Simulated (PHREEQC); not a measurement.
1 kg of water holding 0.0049 mol/kgw KCl, 0.41 mol/kgw NaHCO3 and 0.44 mol/kgw NaCl is evaporated at 25 °C; the solids stay in contact with the brine. CO2 from the air is kept out. Solids allowed: Halite, Kalicinite, Nahcolite, Natron, Sylvite, Trona. Others were left out.

Computed with PHREEQC (Pitzer model, pitzer.dat).

Problem. Predict ionic strength, Cl in solution (mol/kgw), Na in solution (mol/kgw) at water left (kg) = 1, 0.5552, 0.04322, 0.02917, 0.02394.

Solution. 
```
water left (kg)  ionic strength  Cl in solution (mol/kgw)  Na in solution (mol/kgw)
---------------  --------------  ------------------------  ------------------------
1                         0.862                     0.445                     0.850
0.5552                     1.55                     0.801                      1.53
0.04322                    6.27                      6.11                      6.16
0.02917                    6.30                      6.13                      6.13
0.02394                    6.32                      6.15                      6.11
```
